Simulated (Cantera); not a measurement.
## Hydrocarbon pyrolysis for carbon deposition

An isothermal, constant-pressure homogeneous reactor starts with 10.6 % CH₄, 89.4 % N₂, at 1650 K and 170000 Pa.

Cantera simulation using GRI-Mech 3.0 (53 species, 325 reactions); the numbers are that mechanism's predictions, not measurements. GRI-Mech 3.0 stops at C3 and has no aromatics, soot or wall deposition, so with more carbon than oxygen in the feed, carbon stays in small species such as C2H2 where larger ones or solid carbon would form.

```
t (s)       x CH₄      x H₂    x C₂H₂    x C₂H₄     x C₂H      x H
--------  -------  --------  --------  --------  --------  -------
6.00e-6     0.106   4.74e-6    <1e-12  9.49e-10    <1e-12  1.57e-7
2.10e-5     0.106   1.70e-5  4.00e-11   5.10e-8    <1e-12  1.60e-7
7.33e-5     0.106   6.38e-5   7.13e-9   2.09e-6    <1e-12  1.91e-7
0.000256    0.106  0.000305   8.83e-7   4.86e-5  3.89e-12  3.49e-7
0.000896    0.104   0.00204   6.17e-5  0.000621  1.44e-10  1.09e-6
0.00313    0.0932    0.0139   0.00227   0.00319   3.03e-9  4.26e-6
0.0110     0.0713    0.0454    0.0138   0.00181   1.24e-8  9.32e-6
0.0383     0.0423    0.0861    0.0282  0.000712   2.23e-8  1.56e-5
0.134      0.0174     0.120    0.0396  0.000645   3.12e-8  2.17e-5
0.468     0.00601     0.135    0.0446  0.000746   3.62e-8  2.52e-5
1.64      0.00370     0.139    0.0457  0.000776   3.75e-8  2.61e-5
5.72      0.00366     0.139    0.0457  0.000776   3.76e-8  2.61e-5
20.0      0.00366     0.139    0.0457  0.000776   3.76e-8  2.61e-5
```
x: mole fraction; the columns are a selection and need not sum to one.

Equilibrium at this temperature and pressure: CH₄ 0.00221, H₂ 0.141, C₂H₂ 0.0159, C₂H₄ 0.000274, C₂H 1.29e-8, H 2.63e-5 (gas phase only).
